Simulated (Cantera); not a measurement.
# Stirred combustor or abatement burner

A perfectly stirred reactor is fed with 17.4 % H2, 17.4 % O2, 65.3 % N2, equivalence ratio 0.50, at 101000 Pa; it is adiabatic with a 625 K inlet, and is followed from long to short residence time, starting on the burning branch (τ in s: 0.21, 0.087, 0.037, 0.015, 0.0065, 0.0027, 0.0011, 0.00048, 0.0002, 8.5e-05).

Computed with Cantera and GRI-Mech 3.0 (53 species, 325 reactions).

| τ (s) | T (K) | x H2 | x O2 | x O | x H | x H2O | x NO | x OH |
|---|---|---|---|---|---|---|---|---|
| 0.21 | 1912 | 0.000156 | 0.0945 | 0.000163 | 1.72e-5 | 0.189 | 9.68e-5 | 0.00186 |
| 0.087 | 1910 | 0.000234 | 0.0944 | 0.000237 | 3.05e-5 | 0.189 | 6.09e-5 | 0.00223 |
| 0.037 | 1905 | 0.000382 | 0.0942 | 0.000381 | 6.26e-5 | 0.188 | 4.42e-5 | 0.00280 |
| 0.015 | 1897 | 0.000672 | 0.0940 | 0.000668 | 0.000146 | 0.187 | 3.37e-5 | 0.00365 |
| 0.0065 | 1885 | 0.00115 | 0.0937 | 0.00114 | 0.000331 | 0.186 | 2.64e-5 | 0.00469 |
| 0.0027 | 1864 | 0.00200 | 0.0934 | 0.00199 | 0.000776 | 0.184 | 2.06e-5 | 0.00600 |
| 0.0011 | 1829 | 0.00345 | 0.0930 | 0.00342 | 0.00180 | 0.181 | 1.75e-5 | 0.00746 |
| 0.00048 | 1779 | 0.00550 | 0.0929 | 0.00537 | 0.00374 | 0.176 | 1.70e-5 | 0.00868 |
| 0.00020 | 1701 | 0.00865 | 0.0933 | 0.00802 | 0.00750 | 0.170 | 1.72e-5 | 0.00943 |
| 8.5e-5 | 1596 | 0.0133 | 0.0951 | 0.0106 | 0.0134 | 0.161 | 1.53e-5 | 0.00922 |
x: mole fraction; the columns are a selection and need not sum to one.
